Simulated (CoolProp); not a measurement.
The numbers come from the reference Helmholtz-energy equation of state, Lemmon 2013 in CoolProp.

Q: For propylene, give the phase and the cp (kJ/(kg K)), speed of sound (m/s), conductivity (mW/(m K)), Prandtl number at 470.3 K and 0.0564 MPa; 190.2 K and 11.3 MPa.

A: 
- 470.3 K and 0.0564 MPa: gas; cp 2.16, speed of sound 319, conductivity 38.3, Prandtl number 0.753
- 190.2 K and 11.3 MPa: liquid; cp 2.07, speed of sound 1480, conductivity 164, Prandtl number 4.19

Viscosity comes from a separate model (Huber 2003), an estimate that may be off by 10 % or more. Thermal conductivity comes from a separate model (Huber 2003), an estimate that may be off by 10 % or more.
